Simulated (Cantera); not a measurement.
## Equilibrium for nitride etching: BN + HCl + N₂

Input: 1 mol BN, 61 mol HCl, 1.2 mol N₂, equilibrated at 0.000830 bar.

Method: chemical equilibrium by Gibbs-energy minimisation in Cantera with the NASA 1993 tables (ideal gas, pure condensed phases). Candidate condensed phases: B, BN, NH₄Cl; 21 gas species. The tables' values for BCl₂, BCl are old estimates; treat these amounts as uncertain. Gases not in the tables: BHCl₂. Equilibrium is a limit: real reactors are often held back by kinetics, nucleation or transport.

| T (K) | log p HCl | log p N₂ | log p H₂ | log p BCl₃ | log p Cl | log p BCl₂ | log p H | log p BCl | n BN(s) |
|---|---|---|---|---|---|---|---|---|---|
| 1025 | -3.10 | -4.71 | -4.99 | -5.17 | -9.00 | -11.01 | -10.86 | -13.80 | 0.490 |
| 1075 | -3.10 | -4.69 | -4.88 | -5.05 | -8.54 | -10.29 | -10.27 | -12.73 | 0.335 |
| 1125 | -3.11 | -4.66 | -4.77 | -4.95 | -8.13 | -9.64 | -9.74 | -11.75 | 0.155 |
| 1175 | -3.11 | -4.64 | -4.70 | -4.87 | -7.73 | -9.08 | -9.26 | -10.90 | 0 |
| 1225 | -3.11 | -4.64 | -4.70 | -4.87 | -7.33 | -8.67 | -8.86 | -10.26 | 0 |
| 1275 | -3.11 | -4.64 | -4.70 | -4.87 | -6.97 | -8.30 | -8.48 | -9.67 | 0 |
| 1325 | -3.11 | -4.64 | -4.70 | -4.88 | -6.63 | -7.95 | -8.13 | -9.13 | 0 |
| 1375 | -3.11 | -4.64 | -4.69 | -4.88 | -6.31 | -7.62 | -7.81 | -8.63 | 0 |
| 1425 | -3.11 | -4.64 | -4.69 | -4.88 | -6.02 | -7.32 | -7.51 | -8.16 | 0 |
| 1475 | -3.11 | -4.64 | -4.68 | -4.88 | -5.75 | -7.04 | -7.23 | -7.71 | 0 |
| 1525 | -3.11 | -4.65 | -4.67 | -4.88 | -5.50 | -6.78 | -6.96 | -7.30 | 0 |
log p: log10 of the partial pressure in bar; n: condensed amount in mol.

From 1025 K to 1125 K the condensed part is BN(s). From 1175 K to 1525 K nothing is condensed. The main B-bearing gas is BCl₃ throughout.
